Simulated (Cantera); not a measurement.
**Ignition delay**

Mixture: CH₄ : CO : O₂ : N₂ = 1 : 0.27 : 3.94 : 14.8 (molar parts), equivalence ratio 0.54, at 7500 Torr, adiabatic and at constant volume. Ignition delay is the time to a rise of 400 K.

Cantera simulation using GRI-Mech 3.0 (53 species, 325 reactions); the numbers are that mechanism's predictions, not measurements.

```json
[
 {"T0 (K)": "1150", "delay (ms)": "8.34"},
 {"T0 (K)": "1250", "delay (ms)": "2.16"},
 {"T0 (K)": "1350", "delay (ms)": "0.662"},
 {"T0 (K)": "1450", "delay (ms)": "0.232"},
 {"T0 (K)": "1550", "delay (ms)": "0.0916"},
 {"T0 (K)": "1650", "delay (ms)": "0.0402"},
 {"T0 (K)": "1750", "delay (ms)": "0.0195"},
 {"T0 (K)": "1850", "delay (ms)": "0.0103"},
 {"T0 (K)": "1950", "delay (ms)": "0.00587"}
]
```

```json
{
 "apparent activation energy between 1750 and 1950 K": "170 kJ/mol"
}
```
